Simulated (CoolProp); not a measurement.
Vapour-liquid equilibrium of ethane (1) + propylene (2) at 3.85 °C; x and y are mole fractions of (1).

Computed with CoolProp (multi-fluid Helmholtz-energy mixture model, Bücker 2006 and Lemmon 2013; pair parameters Bell 2016).

```json
[
 {"x": "0.05", "bubble pressure (MPa)": "0.7444", "y at the bubble point": "0.147", "dew pressure at overall composition x (MPa)": "0.6823", "liquid density (mol/L)": "12.89"},
 {"x": "0.125", "bubble pressure (MPa)": "0.8791", "y at the bubble point": "0.314", "dew pressure at overall composition x (MPa)": "0.7292", "liquid density (mol/L)": "12.96"},
 {"x": "0.2", "bubble pressure (MPa)": "1.013", "y at the bubble point": "0.438", "dew pressure at overall composition x (MPa)": "0.7826", "liquid density (mol/L)": "13.02"},
 {"x": "0.275", "bubble pressure (MPa)": "1.148", "y at the bubble point": "0.535", "dew pressure at overall composition x (MPa)": "0.8439", "liquid density (mol/L)": "13.08"},
 {"x": "0.35", "bubble pressure (MPa)": "1.283", "y at the bubble point": "0.613", "dew pressure at overall composition x (MPa)": "0.9149", "liquid density (mol/L)": "13.14"},
 {"x": "0.425", "bubble pressure (MPa)": "1.421", "y at the bubble point": "0.679", "dew pressure at overall composition x (MPa)": "0.9981", "liquid density (mol/L)": "13.18"},
 {"x": "0.5", "bubble pressure (MPa)": "1.560", "y at the bubble point": "0.736", "dew pressure at overall composition x (MPa)": "1.096", "liquid density (mol/L)": "13.22"},
 {"x": "0.575", "bubble pressure (MPa)": "1.703", "y at the bubble point": "0.785", "dew pressure at overall composition x (MPa)": "1.214", "liquid density (mol/L)": "13.25"},
 {"x": "0.65", "bubble pressure (MPa)": "1.849", "y at the bubble point": "0.830", "dew pressure at overall composition x (MPa)": "1.357", "liquid density (mol/L)": "13.26"},
 {"x": "0.725", "bubble pressure (MPa)": "2.000", "y at the bubble point": "0.870", "dew pressure at overall composition x (MPa)": "1.532", "liquid density (mol/L)": "13.25"},
 {"x": "0.8", "bubble pressure (MPa)": "2.157", "y at the bubble point": "0.908", "dew pressure at overall composition x (MPa)": "1.749", "liquid density (mol/L)": "13.22"},
 {"x": "0.875", "bubble pressure (MPa)": "2.321", "y at the bubble point": "0.943", "dew pressure at overall composition x (MPa)": "2.020", "liquid density (mol/L)": "13.17"},
 {"x": "0.95", "bubble pressure (MPa)": "2.495", "y at the bubble point": "0.977", "dew pressure at overall composition x (MPa)": "2.355", "liquid density (mol/L)": "13.08"}
]
```

No azeotrope shows between x = 0.05 and 0.95.

The pair parameters rest on a limited set of measurements; away from them the model extrapolates.
